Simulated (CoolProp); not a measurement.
Hexamethyldisiloxane (MM) at 293.15 K and 0.173 MPa is throttled through a valve to 0.0721 MPa with no heat exchange. Each further row changes one setting.

The numbers come from the reference Helmholtz-energy equation of state, Thol 2016 in CoolProp.

```tsv
case	temperature change (K)
as stated	+0.0
outlet pressure 0.0216 MPa	+0.1
outlet pressure 0.0937 MPa	+0.0
```
